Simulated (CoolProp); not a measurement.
Properties of R1132(E) at several states (Tc = 75.7 °C, pc = 5.174 MPa, ω = 0.245).

Computed with CoolProp (reference Helmholtz-energy equation of state, Akasaka 2024).

```csv
T (°C),p (MPa),phase,isothermal compressibility (1/MPa),expansivity (1/kK)
83.85,0.703,gas,[?],[?]
1.85,2.54,liquid,[?],3.091
52.95,6.5,liquid,0.01376,[?]
```

Fill in the missing entries.


- 83.85, isothermal compressibility (1/MPa): 1.491
- 83.85, expansivity (1/kK): 3.275
- 1.85, isothermal compressibility (1/MPa): 0.003926
- 52.95, expansivity (1/kK): 5.879
